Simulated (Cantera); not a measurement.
An adiabatic, constant-volume homogeneous reactor starts with 15.9 % CH4, 18.7 % O2, 65.4 % N2, at 1250 K and 760000 Pa.

Cantera simulation using GRI-Mech 3.0 (53 species, 325 reactions); the numbers are that mechanism's predictions, not measurements.

x: mole fraction; the columns are a selection and need not sum to one.

| t (s) | T (K) | P (bar) | x CH4 | x O2 | x CH2 | x H2O | x CH2O | x HO2 |
|---|---|---|---|---|---|---|---|---|
| 2.00e-6 | 1250 | 7.60 | 0.159 | 0.187 | <1e-12 | 9.35e-10 | 5.94e-10 | 5.08e-8 |
| 7.29e-6 | 1250 | 7.60 | 0.159 | 0.187 | <1e-12 | 1.22e-8 | 8.39e-9 | 1.79e-7 |
| 2.65e-5 | 1250 | 7.60 | 0.159 | 0.187 | <1e-12 | 2.30e-7 | 1.37e-7 | 5.77e-7 |
| 9.67e-5 | 1250 | 7.60 | 0.159 | 0.187 | <1e-12 | 5.09e-6 | 3.19e-6 | 1.27e-6 |
| 0.000352 | 1250 | 7.60 | 0.159 | 0.187 | 1.65e-12 | … | … | … |
| 0.00128 | 1253 | 7.62 | 0.158 | 0.187 | 4.79e-12 | 0.000452 | 0.000263 | 4.17e-6 |
| 0.00468 | 2875 | 19.9 | 3.38e-10 | 8.90e-5 | 5.19e-11 | 0.162 | 1.04e-7 | 2.65e-7 |
| 0.0170 | 2875 | 19.9 | 3.38e-10 | 8.90e-5 | 5.19e-11 | 0.162 | 1.04e-7 | 2.65e-7 |
| 0.0620 | 2875 | 19.9 | 3.38e-10 | 8.90e-5 | 5.19e-11 | 0.162 | 1.04e-7 | 2.65e-7 |
| 0.226 | 2875 | 19.9 | 3.38e-10 | 8.90e-5 | 5.19e-11 | 0.162 | 1.04e-7 | 2.65e-7 |
| 0.823 | 2875 | 19.9 | 3.38e-10 | 8.90e-5 | 5.19e-11 | 0.162 | 1.04e-7 | 2.65e-7 |
| 3.00 | 2875 | 19.9 | 3.38e-10 | 8.90e-5 | 5.19e-11 | 0.162 | 1.04e-7 | 2.65e-7 |

What belongs in the gaps?


- 0.000352, x H2O: 6.04e-5
- 0.000352, x CH2O: 4.23e-5
- 0.000352, x HO2: 1.66e-6
